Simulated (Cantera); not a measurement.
# Equilibrium for silicon oxide and oxynitride deposition: TEOS + CO2 + N2 + N2O

A closed system holds: 1 mol TEOS, 21 mol CO2, 2.6 mol N2, 0.16 mol N2O, equilibrated at 0.000290 bar.

These are equilibrium values from Cantera (NASA tables, ideal gas, pure condensed phases), not measurements of a reactor. Candidate condensed phases: C, C6H6, C7H8, C8H18, H2O, Si, SiC, SiO2, Si2N2O, Si3N4; 151 gas species. The feed counts by its element totals alone. The tables hold silica as quartz up to 1696 K and as liquid above; real silica turns to tridymite and cristobalite and melts near 1996 K. Equilibrium is a limit: real reactors are often held back by kinetics, nucleation or transport.

At 673 K the condensed part is C(graphite) + SiO2(α-quartz). At 773 K the condensed part is SiO2(α-quartz). From 873 K to 1573 K the condensed part is SiO2(β-quartz).

```
T (K)   x CO  x CO2   x H2   x H2O    x N2  n C(graphite)  n SiO2(α-quartz)  n SiO2(β-quartz)
-----  -----  -----  -----  ------  ------  -------------  ----------------  ----------------
673    0.312  0.375  0.223  0.0219  0.0678           1.00              1.00                 0
773    0.367  0.328  0.204  0.0355  0.0661              0              1.00                 0
873    0.386  0.308  0.184  0.0551  0.0661              0                 0              1.00
973    0.405  0.289  0.166  0.0735  0.0661              0                 0              1.00
1073   0.421  0.273  0.150  0.0897  0.0661              0                 0              1.00
1173   0.435  0.260  0.136   0.103  0.0661              0                 0              1.00
1273   0.446  0.248  0.125   0.115  0.0661              0                 0              1.00
1373   0.456  0.239  0.115   0.124  0.0661              0                 0             1.000
1473   0.464  0.231  0.107   0.132  0.0661              0                 0             1.000
1573   0.470  0.224  0.100   0.139  0.0661              0                 0             0.999
```
x: gas mole fraction; n: condensed amount in mol.
